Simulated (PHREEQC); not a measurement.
**Acid mine or pickling water: an equilibrium model**

A made-up water analysis in mg/kgw, 70 °C, pH 3.38, pe 8.8: Na 102; K 10.2; Ca 229; Mg 45.5; Cl 233; S(6) as SO4 667; Pb 9.29.

Valence states are taken as typed.

All values are PHREEQC results (ion-association model, wateq4f.dat), not measurements.

Each row changes one thing in this solution. Precipitation was switched off in this run.

| case | ionic strength (mol/kgw) | SO4-2 (mol/kgw) | Ca+2 (mol/kgw) | CaSO4 (mol/kgw) | Mg+2 (mol/kgw) | MgSO4 (mol/kgw) | SI of Anglesite (PbSO4) | SI of Gypsum (CaSO4:2H2O) |
|---|---|---|---|---|---|---|---|---|
| as made | 0.0253 | 0.00426 | 0.00426 | 0.00144 | 0.00106 | 0.000812 | -0.01 | -0.60 |
| Pb from 9.29 to 4.64 mg/kgw | 0.0253 | 0.00427 | 0.00426 | 0.00144 | 0.00106 | 0.000813 | -0.31 | -0.60 |
| temperature from 70 to 40 °C at the same typed pH | 0.0267 | 0.00473 | 0.00435 | 0.00136 | 0.00127 | 0.000598 | +0.20 | -0.63 |
| all concentrations times 4 at the same typed pH | 0.0881 | 0.0141 | 0.0149 | 0.00794 | 0.00334 | 0.00415 | +0.61 | +0.14 |

Some of these states are supersaturated (in Anglesite, Gypsum, for instance). At this temperature some constants are extrapolated from 25 °C, and those without enthalpy data are left unchanged.
